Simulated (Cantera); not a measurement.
A Cantera script and its output.

```python
import numpy as np
import cantera as ct

gas = ct.Solution("gri30.yaml")


def delay(T, t_max=10):
    gas.TPX = T, 100000, {'CH4': 1, 'O2': 1.18, 'N2': 4.94}
    reactor = ct.IdealGasReactor(gas, clone=False)
    net = ct.ReactorNet([reactor])
    net.rtol, net.atol = 1e-8, 1e-16
    while net.time < t_max:
        t_old, T_old = net.time, reactor.T
        net.step()
        if reactor.T > T + 400:  # ignition: a rise of 400 K
            return t_old + (T + 400 - T_old) / (reactor.T - T_old) * (net.time - t_old)
    return np.nan


taus = []
for T in [1298, 1348, 1398, 1448, 1498, 1548, 1598, 1648, 1698]:
    taus.append(delay(T))
    print(f"T0 = {T:6g} K   tau = {taus[-1]:.4e} s")
```

Result:

```
T0 =   1298 K   tau = 1.6541e-02 s
T0 =   1348 K   tau = 8.7121e-03 s
T0 =   1398 K   tau = 4.7242e-03 s
T0 =   1448 K   tau = 2.6408e-03 s
T0 =   1498 K   tau = 1.5256e-03 s
T0 =   1548 K   tau = 9.1337e-04 s
T0 =   1598 K   tau = 5.6754e-04 s
T0 =   1648 K   tau = 3.6598e-04 s
T0 =   1698 K   tau = 2.4448e-04 s
```

Cantera simulation using GRI-Mech 3.0 (53 species, 325 reactions); the numbers are that mechanism's predictions, not measurements.
